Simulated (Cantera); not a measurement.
Cantera with NASA thermochemical tables; ideal gases at 1 bar, condensed phases pure. Values are per mole of reaction as written; species without (g) are pure solids or liquids, kept so even where they would boil at 1 bar.

4 Al + O2(g) = 2 Al2O(g), with ΔH° = -290.4 kJ and ΔS° = 186.2 J/K at 300 K.

How far is the shortcut ΔG° ≈ ΔH°(300 K) − T·ΔS°(300 K) from the full temperature-dependent value at 1550, 1625, 1700, 1775, 1850, 1925, 2000, 2075, 2150, 2225, 2300 K?


```
T (K)  shortcut (kJ)  full (kJ)  difference (kJ)  difference in log10 K  condensed phases
-----  -------------  ---------  ---------------  ---------------------  ----------------
1550          -579.0     -513.0            -66.0                   2.22             Al(l)
1625          -593.0     -519.5            -73.5                   2.36             Al(l)
1700          -606.9     -525.8            -81.1                   2.49             Al(l)
1775          -620.9     -532.0            -88.9                   2.62             Al(l)
1850          -634.9     -538.1            -96.8                   2.73             Al(l)
1925          -648.8     -544.0           -104.8                   2.84             Al(l)
2000          -662.8     -549.9           -112.9                   2.95             Al(l)
2075          -676.7     -555.6           -121.2                   3.05             Al(l)
2150          -690.7     -561.2           -129.5                   3.15             Al(l)
2225          -704.7     -566.7           -138.0                   3.24             Al(l)
2300          -718.6     -572.1           -146.6                   3.33             Al(l)
```
The shortcut ignores heat capacities and the phase changes listed.
